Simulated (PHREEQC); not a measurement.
A solution holds 0.0012 mol/kgw MgCl2, 0.13 mol/kgw Na2SO4 and 1.4e-05 mol/kgw H4SiO4, at 20 °C. Closed to the air; pH follows from the charge balance.

All values are PHREEQC results (Pitzer model, pitzer.dat), not measurements.

Question: The ionic strength comes out as 0.394 mol/kgw. What activity coefficients do Na+, Mg+2, Cl-, SO4-2 get?

Answer: Na+ 0.63, Mg+2 0.14, Cl- 0.67, SO4-2 0.18. Single-ion values are on the MacInnes scale.

No solid was allowed to form.
